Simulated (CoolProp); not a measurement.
A single-stage vapour-compression cycle with the fluid: evaporating at 287.15 K (dew point), condensing at 308.15 K (bubble point), superheat 0 K, subcooling 5 K, compressor efficiency 0.9, no pressure losses. The same conditions are run with several fluids, on thermodynamics alone (safety and materials aside).

Model: reference Helmholtz-energy equation of state of each fluid (C3F8 (R218): Lemmon 2006; R1336mzz(E): Akasaka 2023; n-butane: Bücker 2006; vinyl chloride: Thol 2022; sulfur hexafluoride: Guder 2009; R1132(E): Akasaka 2024), in CoolProp.

| fluid | cooling COP | pressure ratio | discharge temperature (K) | refrigerating effect (kJ/kg) | volumetric capacity (kJ/m³) |
|---|---|---|---|---|---|
| C3F8 (R218) | 10.4 | 1.77 | 308.1 | 64.1 | 3960 |
| R1336mzz(E) | 11.5 | 2.10 | 308.1 | 130 | ? |
| n-butane | 11.7 | 1.93 | 308.1 | 333 | ? |
| vinyl chloride | 11.7 | 1.88 | 321.3 | 307 | 2400 |
| sulfur hexafluoride | 9.11 | 1.64 | 311.3 | 54.1 | 8630 |
| R1132(E) | ? | ? | 317.6 | 202 | 8250 |

**Question.** Some entries are withheld; supply them.

**Answer.** 
- R1336mzz(E), volumetric capacity (kJ/m³): 1230
- n-butane, volumetric capacity (kJ/m³): 1470
- R1132(E), cooling COP: 10.9
- R1132(E), pressure ratio: 1.73

The compression ends wet for: C3F8 (R218); R1336mzz(E); n-butane.
